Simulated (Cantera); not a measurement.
Charge: 1 mol Ta2O5, 10 mol H2, 0.11 mol H2O, held at 1.50 mbar.

Method: chemical equilibrium by Gibbs-energy minimisation in Cantera with the NASA 1993 tables (ideal gas, pure condensed phases). Candidate condensed phases: H2O, Ta, Ta2O5; 12 gas species. Equilibrium is a limit: real reactors are often held back by kinetics, nucleation or transport.

x: gas mole fraction; n: condensed amount in mol.

| T (°C) | x H2 | x H | x H2O | x TaO2 | x OH | n Ta2O5(s) | n Ta2O5(l) |
|---|---|---|---|---|---|---|---|
| 1152 | 0.989 | 0.000175 | 0.0109 | 3.07e-11 | 4.21e-8 | 1.00 | 0 |
| 1202 | 0.989 | 0.000333 | 0.0109 | 2.08e-10 | 9.60e-8 | 1.00 | 0 |
| 1252 | 0.989 | (withheld) | 0.0109 | (withheld) | (withheld) | 1.00 | 0 |
| 1302 | 0.988 | 0.00107 | 0.0109 | 6.54e-9 | 4.26e-7 | 1.00 | 0 |
| 1352 | 0.987 | 0.00181 | 0.0109 | 3.11e-8 | 8.39e-7 | 1.00 | 0 |
| 1402 | 0.986 | 0.00298 | 0.0109 | 1.34e-7 | 1.59e-6 | 1.000 | 0 |
| 1452 | 0.984 | 0.00476 | 0.0109 | 5.32e-7 | 2.89e-6 | 1.000 | 0 |
| 1502 | 0.982 | 0.00740 | 0.0108 | 1.94e-6 | 5.09e-6 | 1.000 | 0 |
| 1552 | 0.978 | 0.0112 | 0.0108 | 6.57e-6 | 8.69e-6 | 1.000 | 0 |
| 1602 | 0.972 | 0.0167 | 0.0108 | 2.08e-5 | 1.44e-5 | 1.000 | 0 |
| 1652 | 0.965 | 0.0242 | 0.0108 | 6.16e-5 | 2.34e-5 | 1.000 | 0 |
| 1702 | 0.955 | (withheld) | 0.0107 | (withheld) | (withheld) | 0.999 | 0 |
| 1752 | 0.940 | 0.0482 | 0.0108 | 0.000454 | 5.79e-5 | 0.998 | 0 |
| 1802 | 0.922 | 0.0660 | 0.0110 | 0.00109 | 9.01e-5 | 0 | 0.994 |

### Question
What belongs in the gaps?

### Answer

- 1702, x H: 0.0345
- 1702, x TaO2: 0.000172
- 1702, x OH: 3.70e-5
- 1252, x H: 0.000607
- 1252, x TaO2: 1.24e-9
- 1252, x OH: 2.07e-7
